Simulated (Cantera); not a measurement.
Gas mixture: O2 = 0.42 (molar parts), at 2670 Pa, frozen composition.

Cantera's kinetic-theory transport with the Lennard-Jones parameters of GRI-Mech 3.0, ideal gas; thermal conductivity in the mixture-averaged form.

D: mixture-averaged diffusion coefficient of that species in the mixture.

```tsv
T (K)	ρ (kg/m³)	cp (J/kg/K)	μ (µPa s)	λ (mW/m/K)	Pr	D (cm²/s) O	D (cm²/s) CH4	D (cm²/s) H
400	0.0257	941.4	25.6	33.9	0.713	…	14.3	80.7
500	0.0205	971.4	30.0	41.1	0.709	…	21.1	119
600	0.0171	1003	34.1	48.2	0.709	…	28.9	163
700	0.0147	1031	37.8	55.0	0.709	…	37.6	212
800	0.0128	1055	41.4	61.4	0.710	…	47.1	266
900	0.0114	1074	44.7	67.6	0.710	…	57.4	324
1000	0.0103	1090	47.9	73.6	0.710	…	68.5	387
1100	0.00933	1103	51.0	79.4	0.709	…	80.3	453
```

### Question
Complete the blanks.

### Answer

- 400, D (cm²/s) O: 20.7
- 500, D (cm²/s) O: 30.2
- 600, D (cm²/s) O: 41.2
- 700, D (cm²/s) O: 53.4
- 800, D (cm²/s) O: 66.8
- 900, D (cm²/s) O: 81.3
- 1000, D (cm²/s) O: 96.9
- 1100, D (cm²/s) O: 114
